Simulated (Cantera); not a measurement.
An isothermal, constant-pressure homogeneous reactor starts with 1.09 % H2, 98.9 % O2, equivalence ratio 0.0055, at 1273 K and 20.0 Torr.

Detailed kinetics in Cantera: GRI-Mech 3.0 (53 species, 325 reactions). Radical loss at walls, strong at low pressure, is not modelled.

x: mole fraction; the columns are a selection and need not sum to one.

```json
[
 {"t (s)": "0.000100", "x H2": "0.0109", "x O2": "0.989", "x H2O2": "1.16e-12", "x H2O": "2.05e-9", "x HO2": "?", "x H": "1.92e-9", "x OH": "6.61e-9"},
 {"t (s)": "0.000272", "x H2": "0.0109", "x O2": "0.989", "x H2O2": "8.41e-12", "x H2O": "2.38e-8", "x HO2": "?", "x H": "5.42e-9", "x OH": "3.06e-8"},
 {"t (s)": "0.000739", "x H2": "0.0109", "x O2": "0.989", "x H2O2": "5.96e-11", "x H2O": "5.56e-7", "x HO2": "?", "x H": "6.16e-8", "x OH": "4.12e-7"},
 {"t (s)": "0.00201", "x H2": "0.0104", "x O2": "0.989", "x H2O2": "2.72e-9", "x H2O": "0.000341", "x HO2": "?", "x H": "3.44e-5", "x OH": "0.000223"},
 {"t (s)": "0.00546", "x H2": "5.73e-5", "x O2": "0.979", "x H2O2": "3.62e-8", "x H2O": "0.0101", "x HO2": "?", "x H": "0.000420", "x OH": "0.00107"},
 {"t (s)": "0.0149", "x H2": "4.12e-5", "x O2": "0.981", "x H2O2": "3.30e-8", "x H2O": "0.0102", "x HO2": "?", "x H": "0.000323", "x OH": "0.000962"},
 {"t (s)": "0.0404", "x H2": "2.86e-5", "x O2": "0.983", "x H2O2": "3.08e-8", "x H2O": "0.0104", "x HO2": "?", "x H": "0.000184", "x OH": "0.000803"},
 {"t (s)": "0.110", "x H2": "1.34e-5", "x O2": "0.986", "x H2O2": "2.51e-8", "x H2O": "0.0106", "x HO2": "?", "x H": "5.79e-5", "x OH": "0.000550"},
 {"t (s)": "0.299", "x H2": "3.82e-6", "x O2": "0.988", "x H2O2": "1.54e-8", "x H2O": "0.0108", "x HO2": "?", "x H": "8.79e-6", "x OH": "0.000295"},
 {"t (s)": "0.812", "x H2": "7.82e-7", "x O2": "0.989", "x H2O2": "6.45e-9", "x H2O": "0.0109", "x HO2": "?", "x H": "8.17e-7", "x OH": "0.000134"},
 {"t (s)": "2.21", "x H2": "1.50e-7", "x O2": "0.989", "x H2O2": "1.98e-9", "x H2O": "0.0109", "x HO2": "?", "x H": "6.91e-8", "x OH": "5.90e-5"},
 {"t (s)": "6.00", "x H2": "3.25e-8", "x O2": "0.989", "x H2O2": "5.52e-10", "x H2O": "0.0109", "x HO2": "?", "x H": "7.03e-9", "x OH": "2.76e-5"}
]
```

Question: Complete the blanks.

Answer: 
- 0.000100, x HO2: 7.28e-9
- 0.000272, x HO2: 1.98e-8
- 0.000739, x HO2: 5.56e-8
- 0.00201, x HO2: 9.93e-7
- 0.00546, x HO2: 1.46e-6
- 0.0149, x HO2: 1.33e-6
- 0.0404, x HO2: 1.11e-6
- 0.110, x HO2: 7.47e-7
- 0.299, x HO2: 3.57e-7
- 0.812, x HO2: 1.21e-7
- 2.21, x HO2: 3.39e-8
- 6.00, x HO2: 1.22e-8
